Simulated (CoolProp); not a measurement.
Vapour-liquid equilibrium of R152A (1) + isobutene (2) at 2.33 bar; x and y are mole fractions of (1).

The numbers come from the multi-fluid Helmholtz-energy mixture model, Outcalt 1996 and Lemmon 2005; pair parameters Bell 2016 in CoolProp.

```tsv
x	bubble temperature, mixture model (K)	bubble temperature, Raoult's law (K)	y, mixture model	y, Raoult's law
0.05	284.7	288.1	0.180	0.094
0.125	279.6	286.1	0.349	0.220
0.2	276.3	284.2	0.453	0.331
0.275	274.1	282.4	0.525	0.429
0.35	272.6	280.7	0.577	0.516
0.425	271.4	279.2	0.620	0.595
0.5	270.6	277.7	0.657	0.665
0.575	269.9	276.3	0.691	0.729
0.65	269.4	275.0	0.726	0.787
0.725	269.1	273.8	0.765	0.840
0.8	268.9	272.6	0.810	0.889
0.875	268.9	271.5	0.865	0.933
0.95	269.3	270.4	0.937	0.974
```

The largest gap from Raoult's law is -8.3 K in bubble temperature, at x = 0.275. y crosses x between x = 0.8 and 0.875: the model has an azeotrope there.

Pair parameters are fitted to limited data, so mixtures are less certain than the pure fluids.
